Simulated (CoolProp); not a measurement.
Isohexane along the isotherm 380.3 K: Z from the reference equation and from simpler models built on Tc = 497.7 K, pc = 3.043 MPa, ω = 0.280; each cubic takes its own stable root.

Computed with CoolProp (reference Helmholtz-energy equation of state, Lemmon 2006). It is a short technical equation, of lower accuracy than the large ones.

| p (MPa) | phase | reference |
|---|---|---|
| 0.304 | gas | 0.9044 |
| 0.609 | liquid | 0.02932 |
| 0.913 | liquid | 0.04390 |
| 1.22 | liquid | 0.05858 |
| 1.52 | liquid | 0.07288 |
| 1.83 | liquid | 0.08762 |
| 2.13 | liquid | 0.1019 |
| 2.43 | liquid | 0.1160 |
| 2.74 | liquid | 0.1307 |
| 3.04 | liquid | 0.1448 |
| 3.35 | liquid | 0.1594 |
| 3.65 | liquid | 0.1734 |
| 3.96 | liquid | 0.1879 |
| 4.26 | liquid | 0.2019 |
| 4.56 | liquid | 0.2159 |

Problem. How far does each simpler model (van der Waals, Soave-Redlich-Kwong) lie from the reference over these 15 states: mean and median of the absolute difference, and the worst?

Solution. 
- van der Waals: mean 355.5 %, median 62.1 %, worst +2878.9 % at 380.3 K and 0.609 MPa
- Soave-Redlich-Kwong: mean 9.2 %, median 9.6 %, worst +10.6 % at 380.3 K and 0.609 MPa

At some of these states van der Waals gives the other phase, because its saturation line lies elsewhere.
